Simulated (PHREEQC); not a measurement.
Dissolve 9.6 mmol/kgw MgCl2 and 0.035 mmol/kgw MnCl2 at 25 °C. Closed to the air; pH follows from the charge balance.

Model: ion-association model, phreeqc.dat, run in PHREEQC.

No solid was allowed to form.

Problem. Estimate the pH, specific conductance.

Solution. pH 6.76; specific conductance 2130 µS/cm.

Problem. In which forms is Mn present?

Solution. Mn+2 96 %, MnCl+ 4.1 % of the Mn.
